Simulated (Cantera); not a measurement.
What does this Cantera script print?

```python
import numpy as np
import cantera as ct

gas_names = """
    AL ALH ALN ALO ALOH ALO2 ALO2H AL2 AL2O AL2O2 H HALO HNO HNO2 HNO3 HO2 H2 H2O H2O2 N NH NH2 NH3
    NH2OH NO NO2 NO3 N2 N2H2 N2H4 N2O O OH O2 O3
""".split()
cond_names = """
    AL(cr) AL(L) ALN(s) AL2O3(a) AL2O3(L) H2O(s) H2O(L)
""".split()


# ... load() reads the species with a 1 bar reference pressure and builds the phases ...
atoms = {
    'AlN': {'AL': 1, 'N': 1},
    'O2': {'O': 2},
    'H2': {'H': 2},
}
top_T = {'ALN(s)': 2750}  # K; cautious upper limits of use, not melting points


# ... equilibrate(T, P, feed) seeds the gas with the atoms and calls Mixture.equilibrate('TP', solver="vcs", rtol=1e-11, max_steps=5000) ...
results = []
feed = {'AlN': 1, 'O2': 1.1, 'H2': 0.98}  # mol
T = 1423.15  # K
P = 6700  # Pa
mix = equilibrate(T, P, feed)
results.append((T, P, feed, dict(zip(mix.species_names, mix.species_moles))))
print(gas.report(threshold=1e-05))
for i in range(1, mix.n_phases):
    print(f"{mix.phase(i).name:16s} {mix.phase_moles(i):12.5e} mol")
```

Result:

```
       temperature   1423.2 K
          pressure   6700 Pa
           density   0.010399 kg/m^3
  mean mol. weight   18.366 kg/kmol
   phase of matter   gas

                          1 kg             1 kmol
                     ---------------   ---------------
          enthalpy       -4.0724e+06       -7.4795e+07  J
   internal energy       -4.7167e+06       -8.6627e+07  J
           entropy             14325         2.631e+05  J/K
    Gibbs function        -2.446e+07       -4.4923e+08  J
 heat capacity c_p            2163.1             39727  J/K
 heat capacity c_v            1710.3             31412  J/K

                      mass frac. Y      mole frac. X     chem. pot. / RT
                     ---------------   ---------------   ---------------
                 H        6.1381e-07        1.1184e-05            -11.41
                H2          0.020766           0.18918           -22.819
               H2O           0.46393           0.47297            -49.97
                N2            0.5153           0.33784            -29.64
     [  +31 minor]        8.0912e-07        8.6782e-07

AL(L)             0.00000e+00 mol
ALN(s)            0.00000e+00 mol
AL2O3(a)          5.00000e-01 mol
```

Equilibrium computed with Cantera from the NASA thermochemical tables; the gas is ideal and each condensed phase is pure. Gases not in the tables: Al(OH)3.
